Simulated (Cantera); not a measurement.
Input (Python, Cantera):

```python
import numpy as np
import cantera as ct

gas = ct.Solution("gri30.yaml")
gas.TPX = 2000, 13332, {'NO': 1, 'N2': 0.19, 'H2O': 0.005}
reactor = ct.IdealGasConstPressureReactor(gas, energy="off", clone=False)
net = ct.ReactorNet([reactor])
net.rtol, net.atol = 1e-08, 1e-18
show = ['NO', 'N2O', 'N2', 'NO2', 'O2', 'O']
times = np.geomspace(0.0002, 60, 13)

steps = ct.SolutionArray(gas, extra=["t"])
rows = []
print(f"{'t/s':>10s}{'T/K':>9s}{'P/Pa':>11s}" + "".join(f"{s:>11s}" for s in show))
for t in times:
    while net.time < t:
        t_next = net.step()
        steps.append(gas.state, t=t_next)
    rows.append([np.interp(t, steps.t, y) for y in (steps.T, steps.P, *steps(*show).X.T)])
    print(f"{t:10.3e}{rows[-1][0]:9.1f}{rows[-1][1]:11.4g}" + "".join(f"{x:11.3e}" for x in rows[-1][2:]))
rate = np.gradient(steps.T, steps.t)
print("integrator steps:", len(steps.t))
if steps.T.max() > steps.T[0] + 200:
    print(f"time of steepest temperature rise: {steps.t[rate.argmax()]:.4e} s")
gas.TPX = 2000, 13332, {'NO': 1, 'N2': 0.19, 'H2O': 0.005}
gas.equilibrate("TP")
print(f"equilibrium (TP): T = {gas.T:.1f} K  " + "  ".join(f"{s} {gas[s].X[0]:.3e}" for s in show))
```

It prints:

```
       t/s      T/K       P/Pa         NO        N2O         N2        NO2         O2          O
 2.000e-04   2000.0  1.333e+04  8.368e-01  2.097e-05  1.590e-01  2.490e-06  3.721e-07  1.628e-05
 5.721e-04   2000.0  1.333e+04  8.367e-01  5.622e-05  1.590e-01  1.526e-05  4.344e-06  3.320e-05
 1.636e-03   2000.0  1.333e+04  8.364e-01  1.301e-04  1.591e-01  4.115e-05  6.767e-05  6.821e-05
 4.681e-03   2000.0  1.333e+04  8.354e-01  1.925e-04  1.594e-01  3.696e-05  4.810e-04  9.917e-05
 1.339e-02   2000.0  1.333e+04  8.329e-01  2.062e-04  1.607e-01  5.244e-05  1.711e-03  1.350e-04
 3.830e-02   2000.0  1.333e+04  8.255e-01  2.198e-04  1.644e-01  8.467e-05  5.313e-03  1.929e-04
 1.095e-01   2000.0  1.333e+04  8.039e-01  2.183e-04  1.751e-01  1.387e-04  1.593e-02  2.890e-04
 3.133e-01   2000.0  1.333e+04  7.416e-01  1.864e-04  2.062e-01  2.177e-04  4.691e-02  4.478e-04
 8.963e-01   2000.0  1.333e+04  5.769e-01  1.081e-04  2.885e-01  2.812e-04  1.290e-01  6.949e-04
 2.564e+00   2000.0  1.333e+04  2.755e-01  2.312e-05  4.392e-01  1.989e-04  2.796e-01  9.878e-04
 7.333e+00   2000.0  1.333e+04  5.522e-02  1.024e-06  5.493e-01  4.726e-05  3.897e-01  1.153e-03
 2.098e+01   2000.0  1.333e+04  1.238e-02  1.806e-07  5.708e-01  1.089e-05  4.111e-01  1.182e-03
 6.000e+01   2000.0  1.333e+04  9.201e-03  1.608e-07  5.723e-01  8.110e-06  4.127e-01  1.184e-03
integrator steps: 1561
equilibrium (TP): T = 2000.0 K  NO 9.187e-03  N2O 1.607e-07  N2 5.724e-01  NO2 8.097e-06  O2 4.127e-01  O 1.184e-03
```

Detailed kinetics in Cantera: GRI-Mech 3.0 (53 species, 325 reactions).
